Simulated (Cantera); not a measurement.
Cantera run:

```python
import numpy as np
import cantera as ct

gas_names = [...]  # 117 gases of nasa_gas.yaml made of C, H, Na, O
cond_names = """
    C(gr) C6H6(L) C7H8(L) C8H18(L),n-octa H2O(s) H2O(L) Na(cr) Na(L) NaOH(a) NaOH(L) NaO2(s) Na2CO3(I)
    Na2CO3(II) Na2CO3(L) Na2O(c) Na2O(a) Na2O(L) Na2O2(a) Na2O2(b)
""".split()


# ... load() reads the species with a 1 bar reference pressure and builds the phases ...
atoms = {
    'NaOH': {'Na': 1, 'O': 1, 'H': 1},
    'CO2': {'C': 1, 'O': 2},
    'H2': {'H': 2},
    'H2O': {'H': 2, 'O': 1},
}
top_T = {'C(gr)': 4500, 'NaO2(s)': 800, 'Na2O2(b)': 940}  # K; cautious upper limits of use, not melting points


# ... equilibrate(T, P, feed) seeds the gas with the atoms and calls Mixture.equilibrate('TP', solver="vcs", rtol=1e-11, max_steps=5000) ...
results = []
feed = {'NaOH': 1, 'CO2': 0.28, 'H2': 2.9, 'H2O': 3.1}  # mol
T = 1600  # K
P = 370  # Pa
mix = equilibrate(T, P, feed)
results.append((T, P, feed, dict(zip(mix.species_names, mix.species_moles))))
x = sorted(zip(gas.X, gas.species_names), reverse=True)
print(f"T = {T:g} K  P = {P:g} Pa  gas = {mix.phase_moles(0):.4g} mol")
print("   x: " + "  ".join(f"{s} {v:.3e}" for v, s in x if v > 1e-05))
print("   condensed (mol): " + ("  ".join(f"{mix.phase(i).name} {mix.phase_moles(i):.4g}"
      for i in range(1, mix.n_phases) if mix.phase_moles(i) > 1e-12) or "none"))
```

Result:

```
T = 1600 K  P = 370 Pa  gas = 7.756 mol
   x: H2O 5.442e-01  H2 2.902e-01  Na 1.223e-01  CO 2.223e-02  CO2 1.387e-02  NaOH 6.560e-03  H 4.815e-04  OH 3.536e-05  NaH 2.294e-05
   condensed (mol): none
```

Method: chemical equilibrium by Gibbs-energy minimisation in Cantera with the NASA 1993 tables (ideal gas, pure condensed phases).
